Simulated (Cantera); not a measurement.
A closed system holds: 1 mol Al, 10 mol NH3, 260 mol N2, 4.4 mol HCl, held at 1075 K and 12.0 mbar.

Equilibrium computed with Cantera from the NASA thermochemical tables; the gas is ideal and each condensed phase is pure. Candidate condensed phases: Al, AlCl3, AlN, NH4Cl; 20 gas species. Rates play no part.

Base state: N2 0.932, H2 0.0549, HCl 0.0113, AlCl3 0.00139 (mole fractions); condensed: AlN(s).

Task: What changes in the equilibrium state with this change: temperature from 1075 K to 2098 K?

Result: 
```tsv
species	before	after
N2	0.932	0.927
H2	0.0549	0.0515
HCl	0.0113	0.0109
H	3.14e-8	0.00638
AlCl	4.05e-8	0.00340
Cl	5.85e-9	0.000992
Al	<1e-9	4.42e-5
AlCl3	0.00139	1.29e-6
AlCl2	8.69e-7	5.22e-5
AlN(s), mol	0.605	0
```
The tables' values for AlCl2 are old estimates; treat these amounts as uncertain.
